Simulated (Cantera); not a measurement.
## Silicon carbide growth: SiH₂Cl₂ + C₃H₈ + H₂

Input: 1 mol SiH₂Cl₂, 0.13 mol C₃H₈, a varied amount of H₂, equilibrated at 2400 °C and 2.00 mbar.

Method: chemical equilibrium by Gibbs-energy minimisation in Cantera with the NASA 1993 tables (ideal gas, pure condensed phases). Candidate condensed phases: C, C₆H₆, C₇H₈, C₈H₁₈, Si, SiC; 109 gas species. The tables' values for SiCl are old estimates; treat these amounts as uncertain. Equilibrium is a limit: real reactors are often held back by kinetics, nucleation or transport.

```json
[
 {"n(H₂) (mol)": "24", "x H": "0.626", "x H₂": "0.298", "x Cl": "0.0289", "x Si": "0.0220", "x HCl": "0.0198"},
 {"n(H₂) (mol)": "48", "x H": "0.644", "x H₂": "0.315", "x Cl": "0.0153", "x Si": "0.0121", "x HCl": "0.0107"},
 {"n(H₂) (mol)": "72", "x H": "0.650", "x H₂": "0.322", "x Cl": "0.0104", "x Si": "0.00839", "x HCl": "0.00736"},
 {"n(H₂) (mol)": "96", "x H": "0.654", "x H₂": "0.325", "x Cl": "0.00784", "x Si": "0.00643", "x HCl": "0.00560"},
 {"n(H₂) (mol)": "120", "x H": "0.656", "x H₂": "0.327", "x Cl": "0.00631", "x Si": "0.00521", "x HCl": "0.00452"},
 {"n(H₂) (mol)": "140", "x H": "0.657", "x H₂": "0.328", "x Cl": "0.00542", "x Si": "0.00450", "x HCl": "0.00389"},
 {"n(H₂) (mol)": "170", "x H": "0.658", "x H₂": "0.330", "x Cl": "0.00448", "x Si": "0.00374", "x HCl": "0.00322"},
 {"n(H₂) (mol)": "190", "x H": "0.659", "x H₂": "0.330", "x Cl": "0.00402", "x Si": "0.00336", "x HCl": "0.00289"},
 {"n(H₂) (mol)": "220", "x H": "0.659", "x H₂": "0.331", "x Cl": "0.00347", "x Si": "0.00292", "x HCl": "0.00250"},
 {"n(H₂) (mol)": "240", "x H": "0.660", "x H₂": "0.331", "x Cl": "0.00319", "x Si": "0.00268", "x HCl": "0.00230"},
 {"n(H₂) (mol)": "270", "x H": "0.660", "x H₂": "0.332", "x Cl": "0.00284", "x Si": "0.00239", "x HCl": "0.00205"},
 {"n(H₂) (mol)": "290", "x H": "0.661", "x H₂": "0.332", "x Cl": "0.00264", "x Si": "0.00223", "x HCl": "0.00191"},
 {"n(H₂) (mol)": "310", "x H": "0.661", "x H₂": "0.332", "x Cl": "0.00247", "x Si": "0.00209", "x HCl": "0.00179"}
]
```
x: gas mole fraction; nothing condenses.

From 24 mol H₂ to 310 mol H₂ nothing is condensed. The main Si-bearing gas is Si throughout.
